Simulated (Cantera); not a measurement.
A closed system holds: 1 mol Si3N4, 2.8 mol O2, held at 21.0 Pa.

These are equilibrium values from Cantera (NASA tables, ideal gas, pure condensed phases), not measurements of a reactor. Candidate condensed phases: Si, SiO2, Si2N2O, Si3N4; 16 gas species. Mutual solubility and eutectic melting of coexisting phases are not modelled. The tables hold silica as quartz up to 1696 K and as liquid above; real silica turns to tridymite and cristobalite and melts near 1996 K. Equilibrium is a limit: real reactors are often held back by kinetics, nucleation or transport. All values below are at 1425 K.

Base state: N2 0.978, SiO 0.0216 (mole fractions); condensed: SiO2(β-quartz) + Si2N2O(s).

Task: What changes in the equilibrium state with this change: pressure from 21.0 Pa to 550 Pa?

Result: 
```tsv
species	before	after
N2	0.978	1.000
SiO	0.0216	0.000275
SiO2(β-quartz), mol	2.72	2.73
Si2N2O(s), mol	0.120	0.133
```

Task: What changes in the equilibrium state with this change: O2 from 2.8 to 0.12 mol?

Result: 
```csv
species,before,after
N2,0.978,1.000
SiO,0.0216,0.000219
"SiO2(β-quartz), mol",2.72,0
"Si2N2O(s), mol",0.120,0.240
"Si3N4(s), mol",0,0.840
```
